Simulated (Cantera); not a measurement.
An adiabatic, constant-volume homogeneous reactor starts with CO : H2 : O2 : N2 = 1 : 0.16 : 0.242 : 0.909 (molar parts), at 1425 K and 2.10 bar.

Computed with Cantera and GRI-Mech 3.0 (53 species, 325 reactions). The hydrogen kinetics of GRI-Mech 3.0 are dated; newer H2 mechanisms differ, most at raised pressure.

x: mole fraction; the columns are a selection and need not sum to one.

```tsv
t (s)	T (K)	P (bar)	x CO	x H2	x O2	x CO2	x N2O	x NO
1.00e-5	1429	2.10	0.432	0.0677	0.104	0.000593	8.52e-10	3.04e-10
2.70e-5	2390	3.35	0.334	0.0158	0.0167	0.121	1.54e-7	9.69e-5
7.28e-5	2929	3.96	0.324	0.0149	?	0.147	?	?
0.000196	2983	4.02	0.323	0.0149	0.00528	0.150	?	?
0.000529	2975	4.01	0.324	0.0151	0.00493	0.150	4.26e-7	0.00487
0.00143	2974	4.01	0.324	0.0151	0.00487	0.149	4.34e-7	0.00520
0.00385	2974	4.01	0.324	0.0151	0.00487	0.149	4.34e-7	0.00521
0.0104	2974	4.01	0.324	0.0151	0.00487	0.149	4.34e-7	0.00521
0.0280	2974	4.01	0.324	0.0151	0.00487	0.149	4.34e-7	0.00521
0.0756	2974	4.01	0.324	0.0151	0.00487	0.149	4.34e-7	0.00521
0.204	2974	4.01	0.324	0.0151	0.00487	0.149	4.34e-7	0.00521
0.550	2974	4.01	0.324	0.0151	0.00487	0.149	4.34e-7	0.00521
1.48	2974	4.01	0.324	0.0151	0.00487	0.149	4.34e-7	0.00521
4.00	2974	4.01	0.324	0.0151	0.00487	0.149	4.34e-7	0.00521
```

Fill in the missing entries.


- 7.28e-5, x O2: 0.00708
- 7.28e-5, x N2O: 3.25e-7
- 7.28e-5, x NO: 0.000906
- 0.000196, x N2O: 3.91e-7
- 0.000196, x NO: 0.00294
